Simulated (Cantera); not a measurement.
## C₃H₆ + CO₂ (carbon deposition, reforming and gasification)

A closed system holds: 1 mol C₃H₆, 0.034 mol CO₂, at 10.0 mbar.

Cantera equilibrium calculation (NASA polynomials, part measured and part estimated; ideal gas, pure solids and liquids). Candidate condensed phases: C, C₆H₆, C₇H₈, C₈H₁₈, H₂O; 110 gas species. Equilibrium is a limit: real reactors are often held back by kinetics, nucleation or transport.

From 848 K to 1348 K the condensed part is C(graphite). The main C-bearing gas is CO throughout.

| T (K) | x H₂ | x CO | x CH₄ | x H₂O | x CO₂ | x H | x C₂H₂ (acetylene) | x CH₃ | n C(graphite) |
|---|---|---|---|---|---|---|---|---|---|
| 848 | 0.972 | 0.0207 | 0.00605 | 0.00148 | 9.74e-5 | 1.88e-10 | 8.60e-12 | 1.78e-11 | 2.95 |
| 898 | 0.975 | 0.0217 | 0.00304 | 0.000534 | 2.76e-5 | 1.08e-9 | 5.12e-11 | 5.39e-11 | 2.96 |
| 948 | 0.976 | 0.0220 | 0.00164 | 0.000208 | 8.46e-6 | 5.18e-9 | 2.52e-10 | 1.44e-10 | 2.96 |
| 998 | 0.977 | 0.0221 | 0.000931 | 8.81e-5 | 2.89e-6 | 2.13e-8 | 1.06e-9 | 3.50e-10 | 2.96 |
| 1048 | 0.977 | 0.0221 | 0.000558 | 4.04e-5 | 1.09e-6 | 7.64e-8 | 3.85e-9 | 7.75e-10 | 2.96 |
| 1098 | 0.977 | 0.0222 | 0.000349 | 1.99e-5 | 4.48e-7 | 2.45e-7 | 1.24e-8 | 1.60e-9 | 2.96 |
| 1148 | 0.978 | 0.0222 | 0.000227 | 1.04e-5 | 2.00e-7 | 7.08e-7 | 3.63e-8 | 3.08e-9 | 2.97 |
| 1198 | 0.978 | 0.0222 | 0.000153 | 5.75e-6 | 9.55e-8 | 1.88e-6 | 9.67e-8 | 5.62e-9 | 2.97 |
| 1248 | 0.978 | 0.0222 | 0.000107 | 3.33e-6 | 4.85e-8 | 4.62e-6 | 2.38e-7 | 9.75e-9 | 2.97 |
| 1298 | 0.978 | 0.0222 | 7.62e-5 | 2.01e-6 | 2.60e-8 | 1.06e-5 | 5.46e-7 | 1.62e-8 | 2.97 |
| 1348 | 0.978 | 0.0222 | 5.58e-5 | 1.26e-6 | 1.46e-8 | 2.29e-5 | 1.18e-6 | 2.59e-8 | 2.97 |
x: gas mole fraction; n: condensed amount in mol.
